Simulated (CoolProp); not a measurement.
Vapour-liquid equilibrium of CH2F2 (R32) (1) + R227EA (2) at 1.95 °C; x and y are mole fractions of (1).

Computed with CoolProp (multi-fluid Helmholtz-energy mixture model, Tillner-Roth 1997 and Lemmon 2016; pair parameters Bell 2016).

```json
[
 {"x": "0.05", "bubble pressure (MPa)": "0.2472", "y at the bubble point": "0.180", "dew pressure at overall composition x (MPa)": "0.2192", "liquid density (mol/L)": "8.969"},
 {"x": "0.15", "bubble pressure (MPa)": "0.3244", "y at the bubble point": "0.423", "dew pressure at overall composition x (MPa)": "0.2401", "liquid density (mol/L)": "9.558"},
 {"x": "0.25", "bubble pressure (MPa)": "0.4017", "y at the bubble point": "0.576", "dew pressure at overall composition x (MPa)": "0.2654", "liquid density (mol/L)": "10.22"},
 {"x": "0.35", "bubble pressure (MPa)": "0.4754", "y at the bubble point": "0.678", "dew pressure at overall composition x (MPa)": "0.2966", "liquid density (mol/L)": "10.96"},
 {"x": "0.45", "bubble pressure (MPa)": "0.5442", "y at the bubble point": "0.751", "dew pressure at overall composition x (MPa)": "0.3358", "liquid density (mol/L)": "11.81"},
 {"x": "0.55", "bubble pressure (MPa)": "0.6078", "y at the bubble point": "0.807", "dew pressure at overall composition x (MPa)": "0.3863", "liquid density (mol/L)": "12.79"},
 {"x": "0.65", "bubble pressure (MPa)": "0.6673", "y at the bubble point": "0.854", "dew pressure at overall composition x (MPa)": "0.4532", "liquid density (mol/L)": "13.93"},
 {"x": "0.75", "bubble pressure (MPa)": "0.7242", "y at the bubble point": "0.896", "dew pressure at overall composition x (MPa)": "0.5436", "liquid density (mol/L)": "15.30"},
 {"x": "0.85", "bubble pressure (MPa)": "0.7801", "y at the bubble point": "0.936", "dew pressure at overall composition x (MPa)": "0.6624", "liquid density (mol/L)": "16.94"},
 {"x": "0.95", "bubble pressure (MPa)": "0.8364", "y at the bubble point": "0.978", "dew pressure at overall composition x (MPa)": "0.7990", "liquid density (mol/L)": "18.96"}
]
```

No azeotrope shows between x = 0.05 and 0.95.

Pair parameters are fitted to limited data, so mixtures are less certain than the pure fluids.
